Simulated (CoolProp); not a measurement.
n-perfluorohexane at several states: Z from the reference equation and from simpler models built on Tc = 174.9 °C, pc = 1.742 MPa, ω = 0.497; each cubic takes its own stable root.

The numbers come from the reference Helmholtz-energy equation of state, Gao 2022 in CoolProp.

```
T (°C)  p (MPa)   phase  reference  Redlich-Kwong  Soave-Redlich-Kwong  Peng-Robinson
------  -------  ------  ---------  -------------  -------------------  -------------
-72.55    0.318  liquid        ___            ___                  ___        0.03488
1.15       2.76  liquid     0.2333         0.2827               0.2678         0.2380
160.25    0.016     gas     0.9964         0.9965               0.9964         0.9961
148.45    0.064     gas     0.9839         0.9849               0.9842         0.9827
```

Q: Complete the blanks.

A: 
- -72.55, reference: 0.03306
- -72.55, Redlich-Kwong: 0.04060
- -72.55, Soave-Redlich-Kwong: 0.03911
